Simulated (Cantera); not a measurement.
Feed: 1 mol Fe3O4, 1.9 mol C, 0.39 mol H2, held at 0.0220 bar.

Cantera equilibrium calculation (NASA polynomials, part measured and part estimated; ideal gas, pure solids and liquids). Candidate condensed phases: C, C6H6, C7H8, C8H18, Fe, Fe(CO)5, FeO, Fe(OH)2, Fe(OH)3, Fe2O3, Fe3O4, H2O; 114 gas species. Mutual solubility and eutectic melting of coexisting phases are not modelled. The tables' stoichiometric FeO is somewhat more stable than real wüstite, so its field is too wide. FeO: taken at fixed stoichiometry. The numbers say what is thermodynamically allowed, not how fast it happens.

Task: Which condensed phases are stable at each of these points (T (K)): 1050, 1075, 1100, 1125, 1150, 1175, 1200, 1225, 1250, 1275, 1300, 1325, 1350?

Result: 
```json
[
 {"T (K)": "1050", "condensed phases": "Fe(α) + FeO(s)", "Fe condensed (%)": "100.0"},
 {"T (K)": "1075", "condensed phases": "Fe(α) + FeO(s)", "Fe condensed (%)": "100.0"},
 {"T (K)": "1100", "condensed phases": "Fe(α) + FeO(s)", "Fe condensed (%)": "100.0"},
 {"T (K)": "1125", "condensed phases": "Fe(α) + FeO(s)", "Fe condensed (%)": "100.0"},
 {"T (K)": "1150", "condensed phases": "Fe(α) + FeO(s)", "Fe condensed (%)": "100.0"},
 {"T (K)": "1175", "condensed phases": "Fe(α) + FeO(s)", "Fe condensed (%)": "100.0"},
 {"T (K)": "1200", "condensed phases": "Fe(γ) + FeO(s)", "Fe condensed (%)": "100.0"},
 {"T (K)": "1225", "condensed phases": "Fe(γ) + FeO(s)", "Fe condensed (%)": "100.0"},
 {"T (K)": "1250", "condensed phases": "Fe(γ) + FeO(s)", "Fe condensed (%)": "100.0"},
 {"T (K)": "1275", "condensed phases": "Fe(γ) + FeO(s)", "Fe condensed (%)": "100.0"},
 {"T (K)": "1300", "condensed phases": "Fe(γ) + FeO(s)", "Fe condensed (%)": "100.0"},
 {"T (K)": "1325", "condensed phases": "Fe(γ) + FeO(s)", "Fe condensed (%)": "100.0"},
 {"T (K)": "1350", "condensed phases": "Fe(γ) + FeO(s)", "Fe condensed (%)": "100.0"}
]
```

From 1050 K to 1175 K the condensed part is Fe(α) + FeO(s). From 1200 K to 1350 K the condensed part is Fe(γ) + FeO(s).
